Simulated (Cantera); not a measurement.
Charge: 1 mol CH3SiH3, 0.36 mol C3H8, 11 mol H2, equilibrated at 3.75 Torr.

Cantera equilibrium calculation (NASA polynomials, part measured and part estimated; ideal gas, pure solids and liquids). Candidate condensed phases: C, C6H6, C7H8, C8H18, Si, SiC; 87 gas species. The feed counts by its element totals alone. Gases not in the tables: Si2H6 and higher silanes. Equilibrium is a limit: real reactors are often held back by kinetics, nucleation or transport.

Question: Which condensed phases are stable at each of these points (T (K)): 1100, 1250, 1400, 1550, 1700, 1850, 2000, 2150, 2300, 2450, 2600?

Answer: 
| T (K) | condensed phases | Si condensed (%) |
|---|---|---|
| 1100 | C(graphite) + SiC(s) | 100.0 |
| 1250 | C(graphite) + SiC(s) | 100.0 |
| 1400 | C(graphite) + SiC(s) | 100.0 |
| 1550 | C(graphite) + SiC(s) | 100.0 |
| 1700 | C(graphite) + SiC(s) | 100.0 |
| 1850 | C(graphite) + SiC(s) | 99.9 |
| 2000 | C(graphite) + SiC(s) | 99.1 |
| 2150 | C(graphite) + SiC(s) | 92.0 |
| 2300 | C(graphite) + SiC(s) | 39.1 |
| 2450 | C(graphite) | 0.0 |
| 2600 | C(graphite) | 0.0 |

From 1100 K to 2300 K the condensed part is C(graphite) + SiC(s). From 2450 K to 2600 K the condensed part is C(graphite).
